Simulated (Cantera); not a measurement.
Charge: 1 mol B₂O₃, 4.8 mol H₂, 46 mol N₂, held at 0.0133 bar.

Equilibrium computed with Cantera from the NASA thermochemical tables; the gas is ideal and each condensed phase is pure. Candidate condensed phases: B, BN, B₂O₃, B₃O₃H₃, H₂O; 39 gas species. N₂ is the only nitrogen source here; it is nearly inert below about 1500 K, so the nitride shown seldom forms there in practice. Mutual solubility and eutectic melting of coexisting phases are not modelled. Kinetics and transport are ignored.

Task: Which condensed phases are stable at each of these points (T (°C)): 752, 852, 952, 1052, 1152, 1252, 1352, 1452, 1552, 1652, 1752?

Result: 
```
T (°C)  condensed phases  B condensed (%)
------  ----------------  ---------------
752      BN(s) + B₂O₃(l)            100.0
852      BN(s) + B₂O₃(l)             99.9
952      BN(s) + B₂O₃(l)             99.6
1052     BN(s) + B₂O₃(l)             98.5
1152     BN(s) + B₂O₃(l)             94.2
1252     BN(s) + B₂O₃(l)             74.1
1352            gas only              0.0
1452            gas only              0.0
1552            gas only              0.0
1652            gas only              0.0
1752            gas only              0.0
```

From 752 °C to 1252 °C the condensed part is BN(s) + B₂O₃(l). From 1352 °C to 1752 °C nothing is condensed.
